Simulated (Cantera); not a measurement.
Standard-state values (1 bar) from the NASA 1993 polynomials, evaluated with Cantera. Values are per mole of reaction as written; species without (g) are pure solids or liquids, kept so even where they would boil at 1 bar.

Problem. Between 1148 and 2348 K, where is each reaction favourable under standard conditions?
- 2 B + 3 Cl2(g) ⇌ 2 BCl3(g)

Solution. 
- 2 B + 3 Cl2(g) ⇌ 2 BCl3(g): ΔG° is -690 kJ at 1148 K and -565 kJ at 2348 K; it stays negative (K > 1). ΔH° is -816 kJ and ΔS° -107 J/K at 2348 K.
